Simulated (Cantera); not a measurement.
**Thermodynamics of tantalum, niobium, vanadium and zirconium in process gases, feed Ta(OEt)5 + CH4 + H2**

A closed system holds: 1 mol Ta(OEt)5, 0.56 mol CH4, 6 mol H2, equilibrated at 7.80 Pa.

Cantera equilibrium calculation (NASA polynomials, part measured and part estimated; ideal gas, pure solids and liquids). Candidate condensed phases: C, C6H6, C7H8, C8H18, H2O, Ta, TaC, Ta2O5; 113 gas species. The feed counts by its element totals alone. TaC: taken at fixed stoichiometry. Condensed phases not in the tables: Ta2C. The numbers say what is thermodynamically allowed, not how fast it happens.

```
T (K)      x H    x H2   x CO      x C3       x C  n C(graphite)  n TaC(s)
-----  -------  ------  -----  --------  --------  -------------  --------
1473   0.00128   0.796  0.203    <1e-12    <1e-12           4.56      1.00
1573   0.00410   0.793  0.203    <1e-12  3.20e-12           4.56      1.00
1673    0.0114   0.787  0.202  2.24e-11  8.51e-11           4.56      1.00
1773    0.0283   0.771  0.200  6.35e-10   1.56e-9           4.55      1.00
1873    0.0629   0.740  0.197   1.25e-8   2.10e-8           4.55      1.00
1973     0.126   0.683  0.190   1.81e-7   2.16e-7           4.54      1.00
2073     0.229   0.591  0.180   2.01e-6   1.78e-6           4.52      1.00
2173     0.371   0.462  0.165   1.78e-5   1.20e-5           4.49      1.00
2273     0.534   0.315  0.149  0.000129   6.88e-5           4.46      1.00
2373     0.679   0.184  0.134  0.000792  0.000339           4.35      1.00
2473     0.775  0.0943  0.123   0.00417   0.00147           3.84      1.00
2573     0.813  0.0437  0.115    0.0192   0.00566           1.49     1.000
2673     0.825  0.0202  0.110    0.0258    0.0136              0     1.000
```
x: gas mole fraction; n: condensed amount in mol.

From 1473 K to 2573 K the condensed part is C(graphite) + TaC(s). At 2673 K the condensed part is TaC(s).
